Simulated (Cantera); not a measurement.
Input (Python, Cantera) and output of one run.

```python
import numpy as np
import cantera as ct

gas_names = """
    CL CLO CL2 H HCL HOCL HO2 H2 H2O H2O2 O OH O2 O3 Ti TiCL TiCL2 TiCL3 TiCL4 TiO TiOCL TiOCL2 TiO2
""".split()
cond_names = """
    H2O(s) H2O(L) Ti(a) Ti(b) Ti(L) TiCL2(s) TiCL3(s) TiCL4(L) TiO(a) TiO(b) TiO(L) TiO2(ru) TiO2(L)
    Ti2O3(a) Ti2O3(b) Ti2O3(L) Ti3O5(a) Ti3O5(b) Ti3O5(L) Ti4O7(s) Ti4O7(L)
""".split()


# ... load() reads the species with a 1 bar reference pressure and builds the phases ...
atoms = {
    'TiCl4': {'Ti': 1, 'CL': 4},
    'H2O': {'H': 2, 'O': 1},
    'H2': {'H': 2},
}
top_T = {'TiCL2(s)': 1300, 'TiCL3(s)': 1000}  # K; cautious upper limits of use, not melting points


# ... equilibrate(T, P, feed) seeds the gas with the atoms and calls Mixture.equilibrate('TP', solver="vcs", rtol=1e-11, max_steps=5000) ...
results = []
feed = {'TiCl4': 1, 'H2O': 2.5, 'H2': 3.3}  # mol
T = 1423  # K
P = 31  # Pa
mix = equilibrate(T, P, feed)
results.append((T, P, feed, dict(zip(mix.species_names, mix.species_moles))))
x = sorted(zip(gas.X, gas.species_names), reverse=True)
print(f"T = {T:g} K  P = {P:g} Pa  gas = {mix.phase_moles(0):.4g} mol")
print("   x: " + "  ".join(f"{s} {v:.3e}" for v, s in x if v > 1e-05))
print("   condensed (mol): " + ("  ".join(f"{mix.phase(i).name} {mix.phase_moles(i):.4g}"
      for i in range(1, mix.n_phases) if mix.phase_moles(i) > 1e-12) or "none"))
```

Output:

```
T = 1423 K  P = 31 Pa  gas = 7.802 mol
   x: HCL 5.125e-01  H2 4.230e-01  H2O 6.409e-02  H 2.454e-04  CL 2.435e-04
   condensed (mol): TiO2(ru) 1
```

Equilibrium computed with Cantera from the NASA thermochemical tables; the gas is ideal and each condensed phase is pure.
